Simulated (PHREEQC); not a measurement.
1 kg of water meets 20 L of dry gas (N2 1 by moles) at fixed total pressure, at 1 atm; fugacities by Peng-Robinson. The gases take part in no redox reaction, some water evaporates into the gas, and hydrates or a liquid gas phase aren't modelled. Nothing may precipitate in this run.

The numbers come from PHREEQC with the ion-association model, phreeqc.dat.

```json
[
 {"T (°C)": "10", "dissolved N2 (mol/kgw)": "0.000841", "φ of N2": "0.999"},
 {"T (°C)": "20", "dissolved N2 (mol/kgw)": "0.000701", "φ of N2": "1.000"},
 {"T (°C)": "30", "dissolved N2 (mol/kgw)": "0.000598", "φ of N2": "1.000"},
 {"T (°C)": "40", "dissolved N2 (mol/kgw)": "0.000519", "φ of N2": "1.000"},
 {"T (°C)": "50", "dissolved N2 (mol/kgw)": "0.000452", "φ of N2": "1.000"},
 {"T (°C)": "60", "dissolved N2 (mol/kgw)": "0.000389", "φ of N2": "1.000"},
 {"T (°C)": "70", "dissolved N2 (mol/kgw)": "0.000323", "φ of N2": "1.001"},
 {"T (°C)": "80", "dissolved N2 (mol/kgw)": "0.000243", "φ of N2": "1.002"}
]
```

Complexes and solids missing from the database can't appear. At this temperature some constants are extrapolated from 25 °C, and those without enthalpy data are left unchanged.
